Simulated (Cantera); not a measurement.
Mixture: CH4 : O2 : N2 = 1 : 2.02 : 7.68 (molar parts), equivalence ratio 0.99, at 1.01 bar, adiabatic and at constant pressure. Ignition delay is the time to a rise of 400 K.

Model: GRI-Mech 3.0 (53 species, 325 reactions), integrated in Cantera.

Question: Predict: delay at 1025 K; delay at 1225 K; delay at 1425 K; delay at 1625 K; apparent activation energy between 1525 and 1725 K.

Answer: 
```json
{
 "delay at 1025 K": "0.714 s",
 "delay at 1225 K": "32.1 ms",
 "delay at 1425 K": "2.59 ms",
 "delay at 1625 K": "0.378 ms",
 "apparent activation energy between 1525 and 1725 K": "180 kJ/mol"
}
```
